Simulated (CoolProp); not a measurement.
Carbonyl sulfide at 298.15 K and 2.51 MPa is throttled through a valve to 1.06 MPa with no heat exchange. Each further row changes one setting.

Values from CoolProp's reference Helmholtz-energy equation of state, Lemmon 2006. It is a short technical equation, of lower accuracy than the large ones.

```tsv
case	temperature change (K)	final phase	final density (kg/m³)
as stated	-7.5	(withheld)	442
outlet pressure 0.318 MPa	-47.0	(withheld)	(withheld)
outlet pressure 1.38 MPa	+0.1	(withheld)	990
```

Problem. Complete the blanks.

Solution. 
- as stated, final phase: two-phase, vapour fraction 0.040
- outlet pressure 0.318 MPa, final phase: two-phase, vapour fraction 0.211
- outlet pressure 0.318 MPa, final density (kg/m³): 44.9
- outlet pressure 1.38 MPa, final phase: liquid
